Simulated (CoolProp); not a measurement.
Saturation properties of normal hydrogen.

The numbers come from the reference Helmholtz-energy equation of state, Leachman 2009 in CoolProp.

```csv
T (K),p (bar),liquid cp (kJ/(kg K)),surface tension (mN/m),vapour viscosity (µPa s)
22.6,1.853,11.19,1.53,1.12
24,2.581,12.32,1.29,1.21
25.4,3.489,13.74,1.06,1.30
26.8,4.602,15.66,0.832,1.40
28.2,5.942,18.46,0.611,1.52
29.7,7.661,23.68,0.388,1.68
31.1,9.563,35.06,0.200,1.88
32.5,11.80,98.57,0.0587,2.25
```

It boils at 20.4 K under 1 atm.

Viscosity comes from a separate model (Muzny 2013). Surface tension comes from a separate correlation (Mulero 2012).
